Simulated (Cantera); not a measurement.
# Ammonia decomposition in nitride growth gas

A perfectly stirred reactor is fed with NH₃ : H₂ = 1 : 0.71 (molar parts), at 0.286 atm; it is held at 1925 K, and followed from long to short residence time.

Cantera simulation using the gas-phase N/H chemistry of the illustrative SiF4/NH3 mechanism in the Surface Chemkin manual (1991); the numbers are that mechanism's predictions, not measurements. Walls and surfaces, which speed up NH3 decomposition in real reactors, are not modelled.

| τ (s) | x NH₃ | x H₂ | x N₂ | x N₂H₄ | x N |
|---|---|---|---|---|---|
| 0.42 | 0.213 | 0.669 | 0.117 | 2.47e-8 | 3.98e-7 |
| 0.20 | 0.316 | 0.599 | 0.0847 | 4.17e-8 | 3.82e-7 |
| 0.099 | 0.410 | 0.535 | 0.0550 | 5.86e-8 | 3.65e-7 |
| 0.048 | 0.484 | 0.484 | 0.0316 | 7.27e-8 | 3.50e-7 |
| 0.023 | 0.532 | 0.451 | 0.0165 | 8.15e-8 | 3.37e-7 |
| 0.011 | 0.558 | 0.433 | 0.00812 | 8.54e-8 | 3.24e-7 |
| 0.0054 | 0.572 | 0.424 | 0.00390 | 8.50e-8 | 3.06e-7 |
| 0.0026 | 0.579 | 0.419 | 0.00172 | 8.00e-8 | 2.73e-7 |
x: mole fraction; the columns are a selection and need not sum to one.
